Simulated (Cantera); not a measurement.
# Stirred combustor or abatement burner

A perfectly stirred reactor is fed with 11.0 % CH4, 0.594 % CO, 18.6 % O2, 69.8 % N2, at 1.00 bar; it is adiabatic with a 775 K inlet, and is followed from long to short residence time, starting on the burning branch (τ in s: 0.42, 0.21, 0.1, 0.05, 0.025, 0.012, 0.006, 0.003, 0.0015, 0.00072, 0.00035, 0.00017, 8.6e-05).

Model: GRI-Mech 3.0 (53 species, 325 reactions), integrated in Cantera.

```tsv
τ (s)	T (K)	x CH4	x CO	x O2	x NO	x N2O
0.42	2435	6.04e-7	0.0504	0.00105	0.00128	6.78e-8
0.21	2433	1.17e-6	0.0505	0.00109	0.00125	6.84e-8
0.10	2430	2.33e-6	0.0505	0.00119	0.00120	6.94e-8
0.050	2425	4.27e-6	0.0507	0.00134	0.00114	7.08e-8
0.025	2417	7.52e-6	0.0509	0.00161	0.00105	7.24e-8
0.012	2402	1.31e-5	0.0513	0.00207	0.000939	7.35e-8
0.0060	2382	2.16e-5	0.0519	0.00273	0.000821	7.32e-8
0.0030	2354	3.53e-5	0.0527	0.00365	0.000690	7.10e-8
0.0015	2320	5.86e-5	0.0537	0.00484	0.000554	6.75e-8
0.00072	2278	0.000104	0.0550	0.00639	0.000421	6.35e-8
0.00035	2233	0.000191	0.0565	0.00826	0.000312	6.05e-8
0.00017	2188	0.000376	0.0587	0.0108	0.000229	5.84e-8
8.6e-5	2141	0.000783	0.0621	0.0146	0.000164	5.66e-8
```
x: mole fraction; the columns are a selection and need not sum to one.
